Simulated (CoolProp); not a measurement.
Vapour-liquid equilibrium of acetone (1) + n-dodecane (2) at 368.7 K; x and y are mole fractions of (1).

The numbers come from the multi-fluid Helmholtz-energy mixture model, Lemmon 2006 and Lemmon 2004; pair parameters Bell 2016 in CoolProp.

```tsv
x	bubble pressure (bar)	y at the bubble point	dew pressure at overall composition x (bar)	liquid density (mol/L)
0.05	0.2243	0.929	0.01722	4.229
0.15	0.7765	0.981	0.01925	4.577
0.25	1.364	0.990	0.02181	4.972
0.35	1.846	0.993	0.02516	5.425
0.45	2.172	0.994	0.02971	5.953
0.55	2.376	0.995	0.03628	6.578
0.65	2.522	0.996	0.04657	7.333
0.75	2.669	0.996	0.06500	8.268
0.85	2.866	0.997	0.1076	9.462
0.95	3.143	0.999	0.3136	11.05
```

No azeotrope shows between x = 0.05 and 0.95.

The pair parameters rest on a limited set of measurements; away from them the model extrapolates. With so large a gap from Raoult's law the liquid may split in two, which this calculation doesn't test in full.
